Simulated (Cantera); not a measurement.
# Transport properties of process gases

Gas mixture: CH3OH = 0.97 (molar parts), at 0.0513 atm, frozen composition.

Cantera's kinetic-theory transport with the Lennard-Jones parameters of GRI-Mech 3.0, ideal gas; thermal conductivity in the multicomponent form. Polar gases are described roughly by these parameters. The composition is frozen, though it would react at the higher temperatures.

```csv
T (K),ρ (kg/m³),cp (J/kg/K),μ (µPa s),λ (mW/m/K),Pr,D (cm²/s) N2,D (cm²/s) C2H2,D (cm²/s) CO2
400,0.0501,1604,13.1,28.1,0.748,5.16,3.97,3.69
550,0.0364,1983,18.1,47.9,0.749,9.24,7.29,6.81
700,0.0286,2314,22.8,70.3,0.750,14.2,11.4,10.7
850,0.0236,2568,27.2,93.0,0.751,19.9,16.2,15.2
1000,0.0200,2798,31.3,117,0.751,26.3,21.6,20.4
1150,0.0174,2978,35.2,139,0.751,33.4,27.6,26.0
1300,0.0154,3128,38.8,161,0.751,41.2,34.1,32.3
1450,0.0138,3253,42.2,183,0.751,49.5,41.2,39.0
1600,0.0125,3357,45.4,203,0.750,58.4,48.7,46.1
```
D: mixture-averaged diffusion coefficient of that species in the mixture.
